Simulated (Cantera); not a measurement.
An isothermal, constant-pressure homogeneous reactor starts with 41.7 % C2H6, 58.3 % N2, at 1775 K and 1.01 bar.

Detailed kinetics in Cantera: GRI-Mech 3.0 (53 species, 325 reactions). GRI-Mech 3.0 stops at C3 and has no aromatics, soot or wall deposition, so with more carbon than oxygen in the feed, carbon stays in small species such as C2H2 where larger ones or solid carbon would form.

Task: Predict: x(C2H6) at 40.0 s; x(C2H2) at 40.0 s; x(H2) at 40.0 s; x(C2H) at 40.0 s; x(C2H4) at 40.0 s; x(CH2) at 40.0 s; x(H) at 40.0 s.

Result: 
```json
{
 "x(C2H6) at 40.0 s": "1.83e-6 (gas-phase equilibrium 1.34e-6)",
 "x(C2H2) at 40.0 s": "0.222 (gas-phase equilibrium 0.161)",
 "x(H2) at 40.0 s": "0.443 (gas-phase equilibrium 0.444)",
 "x(C2H) at 40.0 s": "7.60e-7 (gas-phase equilibrium 5.51e-7)",
 "x(C2H4) at 40.0 s": "0.00276 (gas-phase equilibrium 0.00201)",
 "x(CH2) at 40.0 s": "4.13e-8 (gas-phase equilibrium 3.53e-8)",
 "x(H) at 40.0 s": "0.000193 (gas-phase equilibrium 0.000193)"
}
```
